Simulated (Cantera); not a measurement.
What does this Cantera script print?

```python
import numpy as np
import cantera as ct

gas_names = [...]  # 140 gases of nasa_gas.yaml made of C, Fe, H, N, O
cond_names = """
    C(gr) C6H6(L) C7H8(L) C8H18(L),n-octa Fe(a) Fe(c) Fe(d) Fe(L) FeC5O5(L) FeO(s) FeO(L) Fe(OH)2(s)
    Fe(OH)3(s) Fe2O3(s) Fe3O4(s) H2O(s) H2O(L)
""".split()


# ... load() reads the species with a 1 bar reference pressure and builds the phases ...
atoms = {
    'Fe3O4': {'Fe': 3, 'O': 4},
    'CH4': {'C': 1, 'H': 4},
    'N2': {'N': 2},
}
top_T = {'C(gr)': 4500, 'Fe2O3(s)': 1830, 'Fe3O4(s)': 1870}  # K; cautious upper limits of use, not melting points


# ... equilibrate(T, P, feed) seeds the gas with the atoms and calls Mixture.equilibrate('TP', solver="vcs", rtol=1e-11, max_steps=5000) ...
results = []
feed = {'Fe3O4': 1, 'CH4': 2.7, 'N2': 0.63}  # mol
T = 2125  # K
P = 10000  # Pa
mix = equilibrate(T, P, feed)
results.append((T, P, feed, dict(zip(mix.species_names, mix.species_moles))))
print(gas.report(threshold=1e-05))
for i in range(1, mix.n_phases):
    print(f"{mix.phase(i).name:16s} {mix.phase_moles(i):12.5e} mol")
```

Output:

```
       temperature   2125 K
          pressure   10000 Pa
           density   0.0083919 kg/m^3
  mean mol. weight   14.827 kg/kmol
   phase of matter   gas

                          1 kg             1 kmol
                     ---------------   ---------------
          enthalpy            -15110       -2.2404e+05  J
   internal energy       -1.2067e+06       -1.7892e+07  J
           entropy             17387         2.578e+05  J/K
    Gibbs function       -3.6963e+07       -5.4806e+08  J
 heat capacity c_p            2546.1             37751  J/K
 heat capacity c_v            1985.3             29437  J/K

                      mass frac. Y      mole frac. X     chem. pot. / RT
                     ---------------   ---------------   ---------------
                CO           0.54414           0.28804           -37.714
               CO2          0.046714          0.015738           -60.758
                Fe          0.051213          0.013597           -7.9965
               FeO        0.00047854        9.8759e-05           -31.041
           Fe(OH)2        0.00030301        4.9998e-05           -76.811
                 H        0.00053713         0.0079008           -11.363
                H2          0.064363           0.47337           -22.726
               H2O           0.15801           0.13005            -45.77
                N2           0.13392          0.070879           -32.096
                OH        0.00030888        0.00026928           -34.407
     [ +130 minor]        1.3189e-05        8.0525e-06

C(gr)             0.00000e+00 mol
Fe(L)             2.87783e+00 mol
FeC5O5(L)         0.00000e+00 mol
FeO(L)            0.00000e+00 mol
```

Equilibrium computed with Cantera from the NASA thermochemical tables; the gas is ideal and each condensed phase is pure.
